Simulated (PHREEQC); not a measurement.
## Metal-bearing waste water

Solution (85 °C): 0.00096 mol/kgw ZnSO4, 0.26 mol/kgw CaCl2, 9.8e-05 mol/kgw H2SO4 and 0.0051 mol/kgw Na2SO4. Closed to the air; pH follows from the charge balance.

Computed with PHREEQC (ion-association model, wateq4f.dat).

```yaml
pH: 3.94
ionic_strength: 0.781 mol/kgw
activity_of_water: 0.987
total_alkalinity: -0.196 meq/kg
```

```
species  molality  activity   log γ
-------  --------  --------  ------
Cl-         0.519     0.300  -0.238
Ca+2        0.256    0.0524  -0.689
Na+        0.0102   0.00682  -0.174
CaSO4     0.00404   0.00484   0.078
SO4-2     0.00205  0.000290  -0.849
ZnCl+    0.000492  0.000288  -0.232
Zn+2     0.000212   3.94e-5  -0.730
H+       0.000158  0.000115  -0.138
ZnCl2     9.25e-5  0.000111   0.078
ZnCl3-    8.60e-5   5.03e-5  -0.232
ZnCl4-2   7.40e-5   1.13e-5  -0.818
HSO4-     2.53e-5   1.53e-5  -0.218
NaSO4-    2.14e-5   1.36e-5  -0.195
CaHSO4+   1.32e-5   9.65e-6  -0.136
```

No solid was allowed to form. The ionic strength is past about 0.7 mol/kgw, beyond the range of this activity model, so the values are rough. Away from 25 °C the constants follow the database's enthalpies or fits; those with neither stay at their 25 °C values.
